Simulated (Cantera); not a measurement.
## Premixed flame

A freely propagating, adiabatic, planar premixed flame of C3H8 : O2 : N2 = 1 : 5 : 23.5 (molar parts), unburnt at 473 K and 500000 Pa; mixture-averaged transport, grid criteria slope 0.08 and curve 0.16, no radiation.

Computed with Cantera and GRI-Mech 3.0 (53 species, 325 reactions). GRI-Mech 3.0 was tuned for natural gas; its chemistry of propane as a main component is partial and can be far from experiment. Burning velocities carry a grid error of a few per cent, more on coarse grids.

| z (mm) | T (K) | u (m/s) | x C3H8 | x O2 | x C2H2 | x N2O | x C2H | x NO |
|---|---|---|---|---|---|---|---|---|
| -0.340 | 473 | 0.429 | 0.0339 | 0.169 | 3.08e-8 | <1e-8 | <1e-8 | <1e-8 |
| -0.227 | 475 | 0.432 | 0.0338 | 0.169 | 4.04e-7 | <1e-8 | <1e-8 | <1e-8 |
| -0.170 | 485 | 0.442 | 0.0338 | 0.168 | 2.63e-6 | <1e-8 | <1e-8 | 1.55e-8 |
| -0.113 | 547 | 0.501 | 0.0332 | 0.162 | 2.28e-5 | <1e-8 | <1e-8 | 1.31e-7 |
| -0.0566 | 897 | 0.838 | 0.0254 | 0.128 | 0.000204 | 4.73e-8 | <1e-8 | 1.97e-6 |
| -0.0283 | 1275 | 1.22 | 0.0108 | 0.0901 | 0.000486 | 1.18e-7 | <1e-8 | 5.64e-6 |
| 0 | 1670 | 1.62 | 0.000317 | 0.0477 | 0.000759 | 2.43e-7 | 5.57e-7 | 1.14e-5 |
| 0.0283 | 1854 | 1.79 | 8.00e-8 | 0.0254 | 0.000105 | 3.96e-7 | 3.86e-7 | 1.92e-5 |
| 0.0566 | 1930 | 1.85 | <1e-8 | 0.0177 | 2.76e-6 | 4.74e-7 | 1.55e-8 | 2.48e-5 |
| 0.113 | 2013 | 1.92 | <1e-8 | 0.0124 | <1e-8 | 4.82e-7 | <1e-8 | 3.06e-5 |
| 0.227 | 2087 | 1.98 | <1e-8 | 0.00881 | <1e-8 | 4.48e-7 | <1e-8 | 3.67e-5 |
| 0.453 | 2142 | 2.03 | <1e-8 | 0.00614 | <1e-8 | 3.83e-7 | <1e-8 | 4.36e-5 |
| 0.906 | 2176 | 2.05 | <1e-8 | 0.00429 | <1e-8 | 2.94e-7 | <1e-8 | 5.12e-5 |
x: mole fraction of selected species; z is measured from the peak of heat release.

```json
{
  "laminar_burning_velocity": "42.9 cm/s",
  "thermal_thickness": "0.113 mm",
  "peak x(C2H2)": "0.000785",
  "peak x(C2H)": "8.78e-7",
  "grid_points": "138"
}
```
